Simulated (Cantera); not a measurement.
Cantera run:

```python
import numpy as np
import cantera as ct

gas_names = """
    CL CLF CLF3 CL2 F F2 H HCL HF H2 H2F2 H3F3 H4F4 H5F5 H6F6 H7F7 K KCL KF KH K2 K2CL2 K2F2
""".split()
cond_names = """
    K(cr) K(L) KCL(s) KCL(L) KF(s) KF(L) KHF2(a) KHF2(b) KHF2(L)
""".split()


# ... load() reads the species with a 1 bar reference pressure and builds the phases ...
atoms = {
    'KCl': {'K': 1, 'CL': 1},
    'HF': {'H': 1, 'F': 1},
    'H2': {'H': 2},
}
top_T = {}  # K; cautious upper limits of use, not melting points


# ... equilibrate(T, P, feed) seeds the gas with the atoms and calls Mixture.equilibrate('TP', solver="vcs", rtol=1e-11, max_steps=5000) ...
results = []
feed = {'KCl': 1, 'HF': 2, 'H2': 81}  # mol
T = 773  # K
P = 0.37  # Pa
mix = equilibrate(T, P, feed)
results.append((T, P, feed, dict(zip(mix.species_names, mix.species_moles))))
print(gas.report(threshold=0.0001))
for i in range(1, mix.n_phases):
    print(f"{mix.phase(i).name:16s} {mix.phase_moles(i):12.5e} mol")
```

It prints:

```
       temperature   773 K
          pressure   0.37 Pa
           density   1.9058e-07 kg/m^3
  mean mol. weight   3.3105 kg/kmol
   phase of matter   gas

                          1 kg             1 kmol
                     ---------------   ---------------
          enthalpy        1.4383e+06        4.7613e+06  J
   internal energy       -5.0318e+05       -1.6658e+06  J
           entropy             80486        2.6645e+05  J/K
    Gibbs function       -6.0778e+07        -2.012e+08  J
 heat capacity c_p            8957.9             29655  J/K
 heat capacity c_v            6446.3             21340  J/K

                      mass frac. Y      mole frac. X     chem. pot. / RT
                     ---------------   ---------------   ---------------
                HF           0.14352          0.023748           -80.742
                H2            0.5877           0.96506           -29.448
               KCL           0.23055          0.010238           -80.757
             K2CL2          0.035938        0.00079796           -161.51
     [  +19 minor]         0.0022882        0.00015977

K(L)              0.00000e+00 mol
KCL(s)            0.00000e+00 mol
KF(s)             0.00000e+00 mol
KHF2(L)           0.00000e+00 mol
```

Equilibrium computed with Cantera from the NASA thermochemical tables; the gas is ideal and each condensed phase is pure.
